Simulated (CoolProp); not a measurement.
Vapour-liquid equilibrium of R113 (1) + n-heptane (2) at 0.231 MPa; x and y are mole fractions of (1).

Model: multi-fluid Helmholtz-energy mixture model, Marx 1992 and Span 2003; pair parameters Bell 2016, in CoolProp.

**Question.** Give the bubble temperature and the first vapour's composition at x = 0.2, 0.5, 0.95. Is there an azeotrope?

**Answer.** x = 0.2: 382.2 K, y = 0.500; x = 0.5: 364.3 K, y = 0.798; x = 0.95: 349.4 K, y = 0.983. No azeotrope shows between x = 0.05 and 0.95.

Pair parameters are fitted to limited data, so mixtures are less certain than the pure fluids.
